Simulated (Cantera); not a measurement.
What does this Cantera script print?

```python
import numpy as np
import cantera as ct

gas_names = """
    H HNO HNO2 HNO3 HO2 H2 H2O H2O2 N NH NH2 NH3 NH2OH NO NO2 NO3 N2 N2H2 N2H4 N2O O OH O2 O3 V VN VO
    VO2
""".split()
cond_names = """
    H2O(s) H2O(L) V(cr) V(L) VN(s) VO(s) VO(L) V2O3(s) V2O3(L) V2O4(I) V2O4(II) V2O4(L) V2O5(s) V2O5(L)
""".split()


# ... load() reads the species with a 1 bar reference pressure and builds the phases ...
atoms = {
    'V2O3': {'V': 2, 'O': 3},
    'H2': {'H': 2},
    'N2': {'N': 2},
}
top_T = {'VN(s)': 2300}  # K; cautious upper limits of use, not melting points


# ... equilibrate(T, P, feed) seeds the gas with the atoms and calls Mixture.equilibrate('TP', solver="vcs", rtol=1e-11, max_steps=5000) ...
results = []
feed = {'V2O3': 1, 'H2': 12, 'N2': 8}  # mol
P = 370000  # Pa
for T in [1323, 1398, 1473, 1548, 1623, 1698, 1773, 1848, 1923, 1998, 2073]:
    mix = equilibrate(T, P, feed)
    results.append((T, P, feed, dict(zip(mix.species_names, mix.species_moles))))

top = {s: max(r[3][s] / sum(r[3][g] for g in gas_names) for r in results) for s in gas_names}
cols = sorted((s for s in top if top[s] > 1e-06), key=lambda s: -top[s])[:8]
seen = [c for c in cond_names if any(r[3].get(c, 0) > 1e-12 for r in results)]
print("log10 of partial pressures in bar; condensed amounts in mol")
print(f"{'T/K':>10s}" + "".join(f"{s[:9]:>10s}" for s in cols + seen))
for T, P, feed, n in results:
    ng = sum(n[g] for g in gas_names)
    print(f"{T:10.4g}" + "".join(f"{np.log10(max(n[s] / ng * P / 1e5, 1e-99)):10.3f}" for s in cols)
          + "".join(f"{n.get(c, 0):10.4g}" for c in seen))
```

Result:

```
log10 of partial pressures in bar; condensed amounts in mol
       T/K        H2        N2       H2O         H       NH3       VO2        OH        VO     VN(s)     VO(s)     VO(L)   V2O3(s)
      1323     0.342     0.169    -1.596    -5.629    -3.348   -11.390    -9.407   -13.257   0.09115         0         0    0.9544
      1398     0.342     0.169    -1.580    -5.154    -3.467   -10.367    -8.782   -12.019   0.09445         0         0    0.9528
      1473     0.342     0.169    -1.568    -4.727    -3.575    -9.453    -8.221   -10.911   0.09726         0         0    0.9514
      1548     0.342     0.169    -1.557    -4.341    -3.672    -8.631    -7.716    -9.914   0.09962         0         0    0.9502
      1623     0.342     0.169    -1.549    -3.989    -3.760    -7.889    -7.258    -9.013    0.1016         0         0    0.9492
      1698     0.342     0.169    -1.542    -3.669    -3.840    -7.216    -6.842    -8.194    0.1032         0         0    0.9484
      1773     0.342     0.169    -1.536    -3.375    -3.913    -6.603    -6.461    -7.447    0.1045         0         0    0.9477
      1848     0.339     0.170    -1.418    -3.106    -3.984    -5.985    -5.996    -6.823         0     0.413         0    0.7935
      1923     0.336     0.170    -1.306    -2.858    -4.049    -5.417    -5.565    -6.251         0    0.5346         0    0.7327
      1998     0.334     0.170    -1.203    -2.628    -4.110    -4.894    -5.167    -5.725         0    0.6778         0    0.6611
      2073     0.330     0.170    -1.095    -2.415    -4.168    -4.404    -4.784    -5.247         0         0    0.8686    0.5656
```

Method: chemical equilibrium by Gibbs-energy minimisation in Cantera with the NASA 1993 tables (ideal gas, pure condensed phases). Mutual solubility and eutectic melting of coexisting phases are not modelled. VN, VO: taken at fixed stoichiometry. Condensed phases not in the tables: the oxides between V2O3 and V2O5 other than VO2, solid solutions among these carbides, nitrides and lower oxides, V2N.
